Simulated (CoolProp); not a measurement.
Model: reference Helmholtz-energy equation of state, Lemmon 2006, in CoolProp. It is a short technical equation, of lower accuracy than the large ones.

Problem. Give the vapour pressure (MPa), liquid density (kg/m³), liquid cp (kJ/(kg K)), surface tension (mN/m) of saturated carbonyl sulfide at 258.8, 265, 268.2 K.

Solution. 
| T (K) | p (MPa) | liquid density (kg/m³) | liquid cp (kJ/(kg K)) | surface tension (mN/m) |
|---|---|---|---|---|
| 258.8 | 0.414 | 1090 | 1.24 | 14.4 |
| 265 | 0.506 | 1080 | 1.25 | 13.3 |
| 268.2 | 0.560 | 1070 | 1.26 | 12.8 |

Surface tension comes from a separate correlation (Mulero 2012).
